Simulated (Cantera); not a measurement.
Charge: 1 mol Fe3O4, a varied amount of Cl2, 0.63 mol O2, equilibrated at 1548.15 K and 2.20 bar.

Cantera equilibrium calculation (NASA polynomials, part measured and part estimated; ideal gas, pure solids and liquids). Candidate condensed phases: Fe, FeCl2, FeCl3, FeO, Fe2O3, Fe3O4; 13 gas species. Rates play no part.

x: gas mole fraction; n: condensed amount in mol.

```
n(Cl2) (mol)   x O2   x Cl2  x FeCl3  x FeCl2    x Cl  n Fe2O3(s)
------------  -----  ------  -------  -------  ------  ----------
0.042         0.904  0.0517   0.0148   0.0170  0.0123        1.49
0.15            ___     ___      ___      ___     ___        1.47
0.26          0.665   0.154   0.0954   0.0639  0.0212        1.44
0.37          0.606   0.173      ___      ___  0.0224        1.42
0.48          0.564   0.184    0.141   0.0864  0.0231        1.39
0.59          0.533   0.192    0.156   0.0938  0.0236        1.36
0.7           0.509   0.197    0.169   0.0998  0.0239        1.33
0.81          0.490   0.201    0.179    0.105  0.0242        1.30
```

Q: Fill in the missing entries.

A: 
- 0.37, x FeCl3: 0.121
- 0.37, x FeCl2: 0.0768
- 0.15, x O2: 0.754
- 0.15, x Cl2: 0.121
- 0.15, x FeCl3: 0.0602
- 0.15, x FeCl2: 0.0455
- 0.15, x Cl: 0.0187
